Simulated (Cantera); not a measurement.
Source: NASA polynomial tables (part measured, part estimated), evaluated in Cantera. Values are per mole of reaction as written; species without (g) are pure solids or liquids, kept so even where they would boil at 1 bar.

Task: Between 1025 and 1325 K, where is each reaction favourable under standard conditions?
- Fe(OH)2 ⇌ H2O2(g) + Fe

Result: 
- Fe(OH)2 ⇌ H2O2(g) + Fe: ΔG° is 274 kJ at 1025 K and 231 kJ at 1325 K; it stays positive (K < 1). ΔH° is 417 kJ and ΔS° 140 J/K at 1325 K.
